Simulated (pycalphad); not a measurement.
**Effect of Si content in Al-Fe-Si**

Source of the numbers: pycalphad with the COST 507 light-alloy database (1999); pressure 1 atm. The data set is of 1999 and partly superseded. Phase fractions are per mole of atoms.

| alloy | liquidus (K) | first solid | solidus (K) | phases at 770 K |
|---|---|---|---|---|
| Al-1.19Fe-0.48Si (at.%) | 954 | AL13FE4 | 905 | fcc 0.94, ALFESI_ALPHA 0.05, AL13FE4 0.01 |
| Al-1.19Fe-0.72Si (at.%) | 953 | AL13FE4 | 905 | fcc 0.94, ALFESI_ALPHA 0.06 |
| Al-1.19Fe-0.96Si (at.%) | 951 | AL13FE4 | 898 | fcc 0.93, ALFESI_ALPHA 0.04, ALFESI_BETA 0.03 |
| Al-1.19Fe-1.44Si (at.%) | 948 | AL13FE4 | 893 | fcc 0.92, ALFESI_BETA 0.08 |
| Al-1.19Fe-1.92Si (at.%) | 944 | AL13FE4 | 883 | fcc 0.92, ALFESI_BETA 0.08, diamond (Si) under 0.01 |

Database names, with the compositions (at.%) that they take in these runs: AL13FE4: Al 76 Fe 24; ALFESI_ALPHA: Al 71-74 Fe 19 Si 7-10; ALFESI_BETA: Al 70 Fe 15 Si 15.
